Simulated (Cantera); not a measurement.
## Titanium nitride, carbide and oxide coatings: TiCl4 + C3H8

A closed system holds: 1 mol TiCl4, 0.94 mol C3H8, equilibrated at 0.100 bar.

These are equilibrium values from Cantera (NASA tables, ideal gas, pure condensed phases), not measurements of a reactor. Candidate condensed phases: C, C6H6, C7H8, C8H18, Ti, TiC, TiCl2, TiCl3, TiCl4; 96 gas species. The tables' values for TiCl2 are old estimates; treat these amounts as uncertain. TiC: taken at fixed stoichiometry. Kinetics and transport are ignored.

```
T (K)  log p HCl  log p H2  log p TiCl4  log p TiCl3  n C(graphite)  n TiC(s)
-----  ---------  --------  -----------  -----------  -------------  --------
1273       -1.47     -1.26        -2.08        -2.52           2.41     0.409
1323       -1.42     -1.29        -2.17        -2.47           2.36     0.458
1373       -1.38     -1.31        -2.26        -2.43           2.32     0.504
1423       -1.35     -1.33        -2.36        -2.40           2.27     0.547
1473       -1.33     -1.34        -2.47        -2.38           2.23     0.587
1523       -1.31     -1.36        -2.58        -2.38           2.20     0.623
1573       -1.29     -1.38        -2.69        -2.38           2.16     0.656
1623       -1.27     -1.39        -2.80        -2.39           2.13     0.685
1673       -1.26     -1.40        -2.92        -2.41           2.11     0.711
1723       -1.25     -1.41        -3.04        -2.42           2.09     0.734
1773       -1.24     -1.42        -3.15        -2.45           2.07     0.754
1823       -1.23     -1.43        -3.27        -2.47           2.05     0.772
1873       -1.23     -1.43        -3.38        -2.50           2.03     0.788
1923       -1.22     -1.44        -3.49        -2.53           2.02     0.802
```
log p: log10 of the partial pressure in bar; n: condensed amount in mol.

From 1273 K to 1923 K the condensed part is C(graphite) + TiC(s). The main Ti-bearing gas is TiCl4 at 1273 K and TiCl3 at 1923 K. The share of Ti in condensed phases is highest at 1923 K (80.2 %) and lowest at 1273 K (40.9 %).
